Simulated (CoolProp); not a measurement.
A closed Brayton cycle with nitrogen: compressor inlet 323.15 K and 6.1 MPa, high pressure 11.7 MPa, turbine inlet 705 K, compressor efficiency 0.85, turbine efficiency 0.93, recuperator effectiveness 0.8 (on enthalpy, no pinch check). Each further row changes one setting.

Model: reference Helmholtz-energy equation of state, Span 2000, in CoolProp.

```json
[
 {"case": "as stated", "thermal efficiency (%)": "22.5", "net work (kJ/kg)": "37.6", "compressor to turbine work": "0.69", "compressor exit (K)": "401.9", "turbine exit (K)": "597.5"},
 {"case": "turbine inlet 655 K", "thermal efficiency (%)": "19.5", "net work (kJ/kg)": "29.0", "compressor to turbine work": "0.74", "compressor exit (K)": "401.9", "turbine exit (K)": "554.1"},
 {"case": "compressor inlet 333.15 K", "thermal efficiency (%)": "21.3", "net work (kJ/kg)": "34.8", "compressor to turbine work": "0.71", "compressor exit (K)": "414.3", "turbine exit (K)": "597.5"},
 {"case": "high pressure 9.94 MPa", "thermal efficiency (%)": "21.4", "net work (kJ/kg)": "31.7", "compressor to turbine work": "0.66", "compressor exit (K)": "380.8", "turbine exit (K)": "622.9"},
 {"case": "recuperator effectiveness 0.5", "thermal efficiency (%)": "16.3", "net work (kJ/kg)": "37.6", "compressor to turbine work": "0.69", "compressor exit (K)": "401.9", "turbine exit (K)": "597.5"}
]
```
